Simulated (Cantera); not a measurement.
An isothermal, constant-pressure homogeneous reactor starts with C3H8 : H2 = 1 : 21 (molar parts), at 1000 K and 0.987 atm. Integrator tolerance rtol = 1e-08.

Model: GRI-Mech 3.0 (53 species, 325 reactions), integrated in Cantera. GRI-Mech 3.0 was tuned for natural gas; its chemistry of propane as a main component is partial and can be far from experiment. GRI-Mech 3.0 stops at C3 and has no aromatics, soot or wall deposition, so with more carbon than oxygen in the feed, carbon stays in small species such as C2H2 where larger ones or solid carbon would form.

Problem. What does this change do: pressure from 0.987 atm to 0.0987 atm?

Solution. 
```
quantity                                            before                                     after
----------------  ----------------------------------------  ----------------------------------------
x(C3H8) at 100 s  4.69e-6 (gas-phase equilibrium 3.85e-10)  3.13e-6 (gas-phase equilibrium 3.85e-10)
x(H2) at 100 s         0.895 (gas-phase equilibrium 0.864)       0.905 (gas-phase equilibrium 0.864)
x(C2H4) at 100 s   0.00895 (gas-phase equilibrium 1.64e-6)    0.0296 (gas-phase equilibrium 1.64e-5)
x(C2H6) at 100 s    0.0214 (gas-phase equilibrium 3.80e-6)   0.00705 (gas-phase equilibrium 3.80e-6)
x(C2H2) at 100 s   1.99e-5 (gas-phase equilibrium 3.71e-9)  0.000653 (gas-phase equilibrium 3.71e-7)
```

Problem. What does this change do: temperature 1000 to 1250 K?

Solution. 
```csv
quantity,before,after
x(C3H8) at 100 s,4.69e-6 (gas-phase equilibrium 3.85e-10),1.07e-8 (gas-phase equilibrium 1.07e-8)
x(H2) at 100 s,0.895 (gas-phase equilibrium 0.864),0.864 (gas-phase equilibrium 0.864)
x(C2H4) at 100 s,0.00895 (gas-phase equilibrium 1.64e-6),0.000299 (gas-phase equilibrium 0.000299)
x(C2H6) at 100 s,0.0214 (gas-phase equilibrium 3.80e-6),2.20e-5 (gas-phase equilibrium 2.20e-5)
x(C2H2) at 100 s,1.99e-5 (gas-phase equilibrium 3.71e-9),6.09e-5 (gas-phase equilibrium 6.09e-5)
```
